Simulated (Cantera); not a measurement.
Gas mixture: C₃H₈ = 0.92 (molar parts), at 10.0 bar, frozen composition.

Cantera's kinetic-theory transport with the Lennard-Jones parameters of GRI-Mech 3.0, ideal gas; thermal conductivity in the mixture-averaged form. The composition is frozen, though it would react at the higher temperatures.

D: mixture-averaged diffusion coefficient of that species in the mixture.

```tsv
T (K)	ρ (kg/m³)	cp (J/kg/K)	μ (µPa s)	λ (mW/m/K)	Pr	D (cm²/s) H	D (cm²/s) NH₃	D (cm²/s) H₂O
400	13.3	2134	10.9	30.7	0.756	0.115	0.0202	0.0206
550	9.64	2739	14.4	52.3	0.754	0.204	0.0374	0.0383
700	7.58	3237	17.5	75.0	0.757	0.312	0.0588	0.0606
850	6.24	3634	20.3	97.6	0.758	0.437	0.0839	0.0867
1000	5.30	3960	___	___	0.759	___	___	___
1150	4.61	4195	25.4	141	0.753	0.733	0.144	0.149
1300	4.08	4401	___	___	0.751	___	___	___
```

Q: What belongs in the gaps?

A: 
- 1000, μ (µPa s): 23.0
- 1000, λ (mW/m/K): 120
- 1000, D (cm²/s) H: 0.578
- 1000, D (cm²/s) NH₃: 0.112
- 1000, D (cm²/s) H₂O: 0.116
- 1300, μ (µPa s): 27.7
- 1300, λ (mW/m/K): 162
- 1300, D (cm²/s) H: 0.901
- 1300, D (cm²/s) NH₃: 0.178
- 1300, D (cm²/s) H₂O: 0.186
